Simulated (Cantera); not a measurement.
Feed: 1 mol Si₃N₄, 0.061 mol H₂, equilibrated at 1573.15 K and 10.0 mbar.

Cantera equilibrium calculation (NASA polynomials, part measured and part estimated; ideal gas, pure solids and liquids). Candidate condensed phases: Si, Si₃N₄; 18 gas species. Mutual solubility and eutectic melting of coexisting phases are not modelled. The numbers say what is thermodynamically allowed, not how fast it happens.

Base state: H₂ 0.981, N₂ 0.0187, H 0.000403 (mole fractions); condensed: Si(s) + Si₃N₄(s).

Question: What changes in the equilibrium state with this change: temperature from 1573.15 K to 1400 K?

Answer: 
```tsv
species	before	after
H₂	0.981	0.999
N₂	0.0187	0.000574
H	0.000403	4.86e-5
Si(s), mol	0.00174	0
Si₃N₄(s), mol	0.999	1.000
```
